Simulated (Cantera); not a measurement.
Mixture: CO : H2 : O2 : N2 = 1 : 0.73 : 1.27 : 4.78 (molar parts), equivalence ratio 0.68, at 750 Torr, adiabatic and at constant volume. Ignition delay is the time to a rise of 400 K.

Model: GRI-Mech 3.0 (53 species, 325 reactions), integrated in Cantera. Where the delays flatten at high temperature, the 400 K rule measures the pace of heat release, not the induction time.

What does this change do: CO 1 to 0.57 parts?


```json
[
 {"quantity": "delay at 1250 K", "before": "50.4 µs", "after": "48.9 µs"},
 {"quantity": "delay at 1400 K", "before": "33.2 µs", "after": "32.8 µs"},
 {"quantity": "delay at 1550 K", "before": "27.6 µs", "after": "28.1 µs"},
 {"quantity": "delay at 1700 K", "before": "27.1 µs", "after": "28.6 µs"},
 {"quantity": "delay at 1850 K", "before": "30.3 µs", "after": "32.7 µs"}
]
```

What does this change do: constant pressure in place of constant volume?


| quantity | before | after |
|---|---|---|
| delay at 1250 K | 50.4 µs | 57.4 µs |
| delay at 1400 K | 33.2 µs | 40.9 µs |
| delay at 1550 K | 27.6 µs | 36.8 µs |
| delay at 1700 K | 27.1 µs | 38.9 µs |
| delay at 1850 K | 30.3 µs | 45.3 µs |
